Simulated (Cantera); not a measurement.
A closed system holds: 1 mol SiH4, 290 mol H2, held at 1200 °C and 7200 Pa.

Method: chemical equilibrium by Gibbs-energy minimisation in Cantera with the NASA 1993 tables (ideal gas, pure condensed phases). Candidate condensed phases: Si; 9 gas species. Rates play no part.

Base state: H2 1.000, H 4.71e-5 (mole fractions); condensed: Si(s).

Question: What changes in the equilibrium state with this change: SiH4 replaced by SiCl4?

Answer: 
| species | before | after |
|---|---|---|
| H2 | 1.000 | 0.987 |
| HCl | 0 | 0.0127 |
| SiCl2 | 0 | 0.000510 |
| H | 4.71e-5 | 4.68e-5 |
| Si(s), mol | 1.000 | 0.848 |
